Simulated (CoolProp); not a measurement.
Vapour-liquid equilibrium of CH2F2 (R32) (1) + R125 (2) at 255.9 K; x and y are mole fractions of (1).

Values from CoolProp's multi-fluid Helmholtz-energy mixture model, Tillner-Roth 1997 and Lemmon 2005; pair parameters Lemmon 2004.

Q: Give the bubble pressure and the first vapour's composition at x = 0.05, 0.45, 0.65. Is there an azeotrope?

A: x = 0.05: 0.3799 MPa, y = 0.064; x = 0.45: 0.4257 MPa, y = 0.500; x = 0.65: 0.4411 MPa, y = 0.680. y crosses x between x = 0.85 and 0.95: the model has an azeotrope there.

Pair parameters are fitted to limited data, so mixtures are less certain than the pure fluids.
